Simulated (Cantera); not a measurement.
Charge: 1 mol Si3H8, 1.6 mol HCl, 140 mol H2, held at 0.100 bar.

Equilibrium computed with Cantera from the NASA thermochemical tables; the gas is ideal and each condensed phase is pure. Candidate condensed phases: Si; 19 gas species. The feed counts by its element totals alone. The tables' values for SiCl3 are old estimates; treat these amounts as uncertain. Kinetics and transport are ignored. All values below are at 725 °C.

Base state: H2 0.993, HCl 0.00592, SiHCl3 0.000724, SiCl4 0.000623, SiH2Cl2 9.06e-5, SiCl2 5.98e-5, SiCl3 3.90e-5 (mole fractions); condensed: Si(s).

Problem. What changes in the equilibrium state with this change: pressure from 0.100 bar to 1 atm?

Solution. 
```csv
species,before,after
H2,0.993,0.994
HCl,0.00592,0.00340
SiHCl3,0.000724,0.00139
SiH3Cl,2.89e-6,1.68e-5
SiH2Cl2,9.06e-5,0.000302
SiCl2,5.98e-5,1.97e-5
SiCl3,3.90e-5,2.34e-5
"Si(s), mol",2.78,2.65
```
